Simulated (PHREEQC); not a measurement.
0.084 g of hydrous ferric oxide (600 m²/g; 0.2 weak and 0.005 strong sites per Fe, Dzombak-Morel constants, diffuse double layer) in 1 kg of water with 0.01 mol/kgw of an inert sodium salt and 2.3e-06 mol/kgw Na2HAsO4, at 25 °C; the pH is set by adding NaOH or the inert anion's acid. Oxygen is held at 0.21 atm. No CO2 enters from the air. No solid was allowed to form.

Computed with PHREEQC (ion-association model, wateq4f.dat).

```tsv
pH	As sorbed (%)	surface charge σ (C/m²)	surface potential ψ (mV)
3	100.0	0.319	202
3.38	100.0	(withheld)	198
3.75	100.0	0.241	190
4.5	100.0	0.156	168
4.88	100.0	0.119	155
5.25	100.0	0.090	140
5.62	100.0	0.066	(withheld)
6.38	100.0	0.032	89
6.75	100.0	0.022	(withheld)
7.12	100.0	0.014	51
7.5	100.0	0.007	30
8.25	99.7	-0.003	-11
8.62	98.8	-0.008	-32
9	94.9	-0.014	-52
```

Question: What belongs in the gaps?

Answer: 
- 3.38, surface charge σ (C/m²): 0.283
- 5.62, surface potential ψ (mV): 125
- 6.75, surface potential ψ (mV): 70

The oxide is taken as insoluble; below pH 4 it would dissolve.
